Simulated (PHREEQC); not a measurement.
A solution holds 0.0059 mol KOH, 0.0051 mol CO2 and 4e-05 mol K3PO4 per kg of water, at 25 °C. Closed to the air; pH follows from the charge balance.

Model: ion-association model, phreeqc.dat, run in PHREEQC.

No solid was allowed to form.

**Question.** Predict the pH, specific conductance.

**Answer.** pH 9.49; specific conductance 709 µS/cm.

**Question.** In which forms is C present?

**Answer.** HCO3- 84 %, CO3-2 16 % of the C.

Species that the database lacks are ignored.
